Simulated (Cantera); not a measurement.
What does this Cantera script print?

```python
import numpy as np
import cantera as ct

gas_names = """
    F F2 H HF H2 H2F2 H3F3 H4F4 H5F5 H6F6 H7F7 N NF NF2 NF3 NH NH2 NH3 N2 N2H2 N2H4 Si SiF SiF2 SiF3
    SiF4 SiH SiHF3 SiH2 SiH2F2 SiH3 SiH3F SiH4 SiN Si2 Si2N Si3
""".split()
cond_names = """
    Si(cr) Si(L) Si3N4(a)
""".split()


def load(file, names, dense=False):
    # The tables refer to 1 bar. Condensed volumes are neglected.
    table = {s.name: s for s in ct.Species.list_from_file(file)}
    out = []
    for n in names:
        d = dict(table[n].input_data)
        d["thermo"] = dict(d["thermo"], **{"reference-pressure": 1e5})
        if dense:
            d["equation-of-state"] = {"model": "constant-volume", "density": "1e6 g/cm^3"}
        out.append(ct.Species.from_dict(d))
    return out


gas = ct.Solution(thermo="ideal-gas", species=load("nasa_gas.yaml", gas_names))
cond = {s.name: ct.Solution(thermo="fixed-stoichiometry", species=[s], name=s.name)
        for s in load("nasa_condensed.yaml", cond_names, dense=True)}
atoms = {
    'SiF4': {'Si': 1, 'F': 4},
    'N2': {'N': 2},
    'H2': {'H': 2},
}
top_T = {'Si3N4(a)': 2400}  # K; cautious upper limits of use, not melting points


def equilibrate(T, P, feed):
    n = {}
    for name, mol in feed.items():
        for a, k in atoms[name].items():
            n[a] = n.get(a, 0.0) + k * mol
    gas.TPX = T, P, n
    mass = sum(n.values()) * gas.mean_molecular_weight
    gas.equilibrate("TP")
    valid = [c for c in cond.values() if c.min_temp <= T <= top_T.get(c.name, c.max_temp)]
    mix = ct.Mixture([(gas, mass / gas.mean_molecular_weight)] + [(c, 0.0) for c in valid])
    mix.T, mix.P = T, P
    mix.equilibrate("TP", solver="vcs", rtol=1e-11, max_steps=5000)
    return mix


results = []
feed = {'SiF4': 1, 'N2': 91, 'H2': 0.11}  # mol
T = 1100  # K
P = 400  # Pa
mix = equilibrate(T, P, feed)
results.append((T, P, feed, dict(zip(mix.species_names, mix.species_moles))))
x = sorted(zip(gas.X, gas.species_names), reverse=True)
print(f"T = {T:g} K  P = {P:g} Pa  gas = {mix.phase_moles(0):.4g} mol")
print("   x: " + "  ".join(f"{s} {v:.3e}" for v, s in x if v > 0.001))
print("   condensed (mol): " + ("  ".join(f"{mix.phase(i).name} {mix.phase_moles(i):.4g}"
      for i in range(1, mix.n_phases) if mix.phase_moles(i) > 1e-12) or "none"))
```

Result:

```
T = 1100 K  P = 400 Pa  gas = 92.11 mol
   x: N2 9.879e-01  SiF4 1.082e-02  H2 1.169e-03
   condensed (mol): Si3N4(a) 0.0001558
```

Equilibrium computed with Cantera from the NASA thermochemical tables; the gas is ideal and each condensed phase is pure. N2 is the only nitrogen source here; it is nearly inert below about 1500 K, so the nitride shown seldom forms there in practice. The tables' values for SiF3 are old estimates; treat these amounts as uncertain.
